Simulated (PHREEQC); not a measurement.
Ca(OH)2 is added in steps, without added water, to 1 kg of water holding 0.002 mol/kgw SrCl2, 0.0019 mol/kgw Na2CO3 and 0.18 mol/kgw NaCl, at 25 °C. Oxygen is held at 0.21 atm. The system is closed to CO2. Solids allowed: Calcite, Portlandite, Strontianite, Halite, Nahcolite, Natron. Others were left out.

Base run: PHREEQC, ion-association model, wateq4f.dat. Each further column changes one thing. The table gives pH.

```
Ca(OH)2 added (mol)   base  Davies equation for every ion  Debye-Hückel limiting law  metal-ligand complexes left out
-------------------  -----  -----------------------------  -------------------------  -------------------------------
0                     9.61                           9.63                       9.72                             9.62
0.0004025            10.76                          10.78                      10.69                            10.76
0.0007475            11.03                          11.05                      10.96                            11.03
0.00115              11.21                          11.24                      11.14                            11.21
0.001553             11.34                          11.37                      11.27                            11.34
0.001898             11.43                          11.45                      11.36                            11.43
0.0023               11.51                          11.53                      11.44                            11.51
```
